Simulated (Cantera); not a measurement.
What does this Cantera script print?

```python
import numpy as np
import cantera as ct

gas_names = """
    C CN CO CO2 C2 CCN CNC C2N2 C2O C3 C3O2 C4 C4N2 C5 N NCO NO NO2 NO3 N2 N2O O O2 O3 Si SiC SiC2 SiN
    SiO SiO2 Si2 Si2C Si2N Si3
""".split()
cond_names = """
    C(gr) Si(cr) Si(L) SiC(b) SiO2(Lqz) SiO2(hqz) SiO2(L) Si2N2O(s) Si3N4(a)
""".split()


# ... load() reads the species with a 1 bar reference pressure and builds the phases ...
atoms = {
    'SiC': {'Si': 1, 'C': 1},
    'N2O': {'N': 2, 'O': 1},
    'N2': {'N': 2},
}
top_T = {'C(gr)': 4500, 'SiC(b)': 3050, 'Si2N2O(s)': 2100, 'Si3N4(a)': 2400}  # K; cautious upper limits of use, not melting points


# ... equilibrate(T, P, feed) seeds the gas with the atoms and calls Mixture.equilibrate('TP', solver="vcs", rtol=1e-11, max_steps=5000) ...
results = []
feed = {'SiC': 1, 'N2O': 2.3, 'N2': 4.6}  # mol
P = 71000  # Pa
for T in [1073, 1123, 1173, 1223, 1273, 1323, 1373, 1423, 1473, 1523, 1573, 1623]:
    mix = equilibrate(T, P, feed)
    results.append((T, P, feed, dict(zip(mix.species_names, mix.species_moles))))

top = {s: max(r[3][s] / sum(r[3][g] for g in gas_names) for r in results) for s in gas_names}
cols = sorted((s for s in top if top[s] > 1e-06), key=lambda s: -top[s])[:6]
seen = [c for c in cond_names if any(r[3].get(c, 0) > 1e-12 for r in results)]
print("log10 of partial pressures in bar; condensed amounts in mol")
print(f"{'T/K':>10s}" + "".join(f"{s[:9]:>10s}" for s in cols + seen))
for T, P, feed, n in results:
    ng = sum(n[g] for g in gas_names)
    print(f"{T:10.4g}" + "".join(f"{np.log10(max(n[s] / ng * P / 1e5, 1e-99)):10.3f}" for s in cols)
          + "".join(f"{n.get(c, 0):10.4g}" for c in seen))
```

Result:

```
log10 of partial pressures in bar; condensed amounts in mol
       T/K        N2        CO       CO2       SiO     C(gr) SiO2(hqz) Si2N2O(s)
      1073    -0.167    -1.532    -3.916   -13.917    0.7012         1         0
      1123    -0.167    -1.530    -4.280   -12.433    0.7005         1         0
      1173    -0.167    -1.530    -4.614   -11.077    0.7002         1         0
      1223    -0.167    -1.529    -4.920    -9.833    0.7001         1         0
      1273    -0.169    -1.494    -5.132    -8.723     0.674    0.9826  0.008679
      1323    -0.187    -1.227    -4.857    -7.934    0.3808    0.7871    0.1064
      1373    -0.209    -1.033    -4.659    -7.202         0    0.5332    0.2334
      1423    -0.209    -1.033    -4.647    -6.529         0    0.5332    0.2334
      1473    -0.209    -1.033    -4.635    -5.903         0    0.5332    0.2334
      1523    -0.209    -1.033    -4.624    -5.319         0    0.5331    0.2334
      1573    -0.209    -1.033    -4.614    -4.774         0    0.5331    0.2334
      1623    -0.209    -1.034    -4.604    -4.263         0     0.533    0.2332
```

These are equilibrium values from Cantera (NASA tables, ideal gas, pure condensed phases), not measurements of a reactor. Mutual solubility and eutectic melting of coexisting phases are not modelled. The tables hold silica as quartz up to 1696 K and as liquid above; real silica turns to tridymite and cristobalite and melts near 1996 K.
